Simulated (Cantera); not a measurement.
**Premixed flame**

A freely propagating, adiabatic, planar premixed flame of 21.9 % H₂, 16.4 % O₂, 61.7 % N₂, unburnt at 573 K and 100.0 Torr; mixture-averaged transport, grid criteria slope 0.08 and curve 0.16, no radiation.

Model: the H2/O2 subset of GRI-Mech 3.0, which has no nitrogen chemistry, integrated in Cantera. Burning velocities carry a grid error of a few per cent, more on coarse grids. Lean hydrogen flames are cellular in practice and burn faster than this planar one.

```json
[
 {"z (mm)": "-18.6", "T (K)": "573", "u (m/s)": "4.24", "x H₂": "0.219", "x O₂": "0.164", "x H": "<1e-8", "x HO₂": "<1e-8", "x H₂O": "<1e-8", "x H₂O₂": "<1e-8"},
 {"z (mm)": "-12.4", "T (K)": "573", "u (m/s)": "4.24", "x H₂": "0.219", "x O₂": "0.164", "x H": "<1e-8", "x HO₂": "<1e-8", "x H₂O": "<1e-8", "x H₂O₂": "<1e-8"},
 {"z (mm)": "-9.32", "T (K)": "573", "u (m/s)": "4.24", "x H₂": "0.219", "x O₂": "0.164", "x H": "<1e-8", "x HO₂": "<1e-8", "x H₂O": "<1e-8", "x H₂O₂": "<1e-8"},
 {"z (mm)": "-6.21", "T (K)": "573", "u (m/s)": "4.24", "x H₂": "0.219", "x O₂": "0.164", "x H": "1.36e-7", "x HO₂": "5.27e-7", "x H₂O": "5.14e-8", "x H₂O₂": "<1e-8"},
 {"z (mm)": "-3.11", "T (K)": "584", "u (m/s)": "4.31", "x H₂": "0.217", "x O₂": "0.164", "x H": "0.000267", "x HO₂": "5.96e-5", "x H₂O": "0.000748", "x H₂O₂": "1.13e-6"},
 {"z (mm)": "-1.55", "T (K)": "721", "u (m/s)": "5.25", "x H₂": "0.192", "x O₂": "0.160", "x H": "0.00658", "x HO₂": "3.85e-5", "x H₂O": "0.0135", "x H₂O₂": "1.33e-6"},
 {"z (mm)": "0", "T (K)": "1079", "u (m/s)": "7.63", "x H₂": "0.0880", "x O₂": "0.121", "x H": "0.0405", "x HO₂": "1.79e-5", "x H₂O": "0.0968", "x H₂O₂": "9.28e-7"},
 {"z (mm)": "1.55", "T (K)": "1331", "u (m/s)": "9.31", "x H₂": "0.0262", "x O₂": "0.0769", "x H": "0.0510", "x HO₂": "9.60e-6", "x H₂O": "0.171", "x H₂O₂": "1.06e-6"},
 {"z (mm)": "3.11", "T (K)": "1450", "u (m/s)": "10.1", "x H₂": "0.0213", "x O₂": "0.0702", "x H": "0.0433", "x HO₂": "7.43e-6", "x H₂O": "0.183", "x H₂O₂": "7.89e-7"},
 {"z (mm)": "6.21", "T (K)": "1582", "u (m/s)": "10.9", "x H₂": "0.0203", "x O₂": "0.0671", "x H": "0.0327", "x HO₂": "5.81e-6", "x H₂O": "0.191", "x H₂O₂": "4.64e-7"},
 {"z (mm)": "12.4", "T (K)": "1722", "u (m/s)": "11.8", "x H₂": "0.0181", "x O₂": "0.0644", "x H": "0.0221", "x HO₂": "4.39e-6", "x H₂O": "0.200", "x H₂O₂": "2.42e-7"},
 {"z (mm)": "24.9", "T (K)": "1855", "u (m/s)": "12.5", "x H₂": "0.0146", "x O₂": "0.0621", "x H": "0.0132", "x HO₂": "3.18e-6", "x H₂O": "0.211", "x H₂O₂": "1.31e-7"},
 {"z (mm)": "49.7", "T (K)": "1972", "u (m/s)": "13.2", "x H₂": "0.0103", "x O₂": "0.0606", "x H": "0.00670", "x HO₂": "2.21e-6", "x H₂O": "0.221", "x H₂O₂": "7.87e-8"}
]
```
x: mole fraction of selected species; z is measured from the peak of heat release.

```yaml
laminar_burning_velocity: 424 cm/s
thermal_thickness: 6.21 mm
peak x(H): 0.0521
peak x(HO₂): 5.97e-5
peak x(H₂O₂): 1.79e-6
grid_points: 133
```
